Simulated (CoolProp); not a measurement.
Vapour-liquid equilibrium of acetone (1) + n-heptane (2) at 0.128 MPa; x and y are mole fractions of (1).

The numbers come from the multi-fluid Helmholtz-energy mixture model, Lemmon 2006 and Span 2003; pair parameters Bell 2016 in CoolProp.

| x | bubble temperature (°C) | y at the bubble point | dew temperature at overall composition x (°C) | liquid density (mol/L) |
|---|---|---|---|---|
| 0.05 | 94.2 | 0.321 | 104.8 | 6.317 |
| 0.2 | (withheld) | (withheld) | (withheld) | 7.014 |
| 0.35 | (withheld) | (withheld) | 92.8 | 7.707 |
| 0.5 | 66.1 | 0.798 | 85.4 | 8.496 |
| 0.65 | (withheld) | 0.827 | 76.4 | 9.451 |
| 0.8 | 63.5 | 0.866 | 66.0 | (withheld) |
| 0.95 | 62.9 | 0.949 | 62.9 | 12.16 |

Fill in the missing entries.


- 0.2, bubble temperature (°C): 75.5
- 0.2, y at the bubble point: 0.664
- 0.2, dew temperature at overall composition x (°C): 99.2
- 0.35, bubble temperature (°C): 68.9
- 0.35, y at the bubble point: 0.758
- 0.65, bubble temperature (°C): 64.7
- 0.8, liquid density (mol/L): 10.64

y crosses x between x = 0.8 and 0.95: the model has an azeotrope there.

The pair parameters rest on a limited set of measurements; away from them the model extrapolates. With so large a gap from Raoult's law the liquid may split in two, which this calculation doesn't test in full.
